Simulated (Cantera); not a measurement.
Nitride etching: BN + F₂

Charge: 1 mol BN, 8.1 mol F₂, equilibrated at 10.0 mbar.

Method: chemical equilibrium by Gibbs-energy minimisation in Cantera with the NASA 1993 tables (ideal gas, pure condensed phases). Candidate condensed phases: B, BN; 13 gas species. Rates play no part.

```json
[
 {"T (K)": "850", "x F": "0.141", "x F₂": "0.681", "x BF₃": "0.116", "x N₂": "0.0537", "x NF₃": "0.00833", "x NF₂": "3.10e-7"},
 {"T (K)": "900", "x F": "0.250", "x F₂": "0.586", "x BF₃": "0.108", "x N₂": "0.0530", "x NF₃": "0.00238", "x NF₂": "3.47e-7"},
 {"T (K)": "950", "x F": "0.394", "x F₂": "0.457", "x BF₃": "0.0992", "x N₂": "0.0493", "x NF₃": "0.000634", "x NF₂": "3.33e-7"},
 {"T (K)": "1000", "x F": "0.551", "x F₂": "0.315", "x BF₃": "0.0895", "x N₂": "0.0447", "x NF₃": "0.000152", "x NF₂": "2.72e-7"},
 {"T (K)": "1050", "x F": "0.688", "x F₂": "0.191", "x BF₃": "0.0810", "x N₂": "0.0405", "x NF₃": "3.27e-5", "x NF₂": "1.91e-7"},
 {"T (K)": "1100", "x F": "0.783", "x F₂": "0.105", "x BF₃": "0.0751", "x N₂": "0.0376", "x NF₃": "6.55e-6", "x NF₂": "1.21e-7"},
 {"T (K)": "1150", "x F": "0.838", "x F₂": "0.0546", "x BF₃": "0.0717", "x N₂": "0.0359", "x NF₃": "1.31e-6", "x NF₂": "7.28e-8"},
 {"T (K)": "1200", "x F": "0.867", "x F₂": "0.0284", "x BF₃": "0.0700", "x N₂": "0.0350", "x NF₃": "2.79e-7", "x NF₂": "4.35e-8"},
 {"T (K)": "1250", "x F": "0.881", "x F₂": "0.0151", "x BF₃": "0.0691", "x N₂": "0.0345", "x NF₃": "6.45e-8", "x NF₂": "2.65e-8"},
 {"T (K)": "1300", "x F": "0.889", "x F₂": "0.00830", "x BF₃": "0.0686", "x N₂": "0.0343", "x NF₃": "1.64e-8", "x NF₂": "1.65e-8"},
 {"T (K)": "1350", "x F": "0.893", "x F₂": "0.00474", "x BF₃": "0.0683", "x N₂": "0.0342", "x NF₃": "4.58e-9", "x NF₂": "1.06e-8"},
 {"T (K)": "1400", "x F": "0.895", "x F₂": "0.00280", "x BF₃": "0.0682", "x N₂": "0.0341", "x NF₃": "1.39e-9", "x NF₂": "7.01e-9"}
]
```
x: gas mole fraction; nothing condenses.

From 850 K to 1400 K nothing is condensed. The main B-bearing gas is BF₃ throughout.
